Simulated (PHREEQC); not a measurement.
Dissolve 0.036 mol H2SO4, 0.005 mol CaCl2 and 0.022 mol KCl per kg of water at 2.9 °C. Closed to the air; pH follows from the charge balance.

The numbers come from PHREEQC with the ion-association model, phreeqc.dat.

This is a speciation only: nothing precipitates in the calculation.

Problem. Order these S species by the share of S that they hold, largest first: KSO4-, SO4-2, CaHSO4+, HSO4-, CaSO4.

Solution. HSO4- (54 %), SO4-2 (40 %), CaSO4 (3.2 %), KSO4- (1.5 %), CaHSO4+ (0.92 %)

The pH is 1.36 and the ionic strength 0.0991 mol/kgw. Constants without temperature data keep their 25 °C values here.
